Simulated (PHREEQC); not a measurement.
Alkaline etch or developer: an equilibrium model

Dissolve 0.0017 mol NaOH and 4.3e-05 mol CO2 per kg of water at 25 °C. Closed to the air; pH follows from the charge balance.

The numbers come from PHREEQC with the ion-association model, wateq4f.dat.

The pH is 11.19 and the ionic strength is 0.00174 mol/kgw. The total alkalinity is 1.70 meq/kg.

| species | molality | activity | log γ |
|---|---|---|---|
| Na+ | 0.00170 | 0.00162 | -0.020 |
| OH- | 0.00162 | 0.00154 | -0.020 |
| CO3-2 | 3.75e-5 | 3.12e-5 | -0.079 |
| HCO3- | 4.52e-6 | 4.32e-6 | -0.020 |
| NaCO3- | 9.88e-7 | 9.44e-7 | -0.020 |
| NaHCO3 | 3.94e-9 | 3.94e-9 | 0.000 |

Precipitation was switched off in this run.
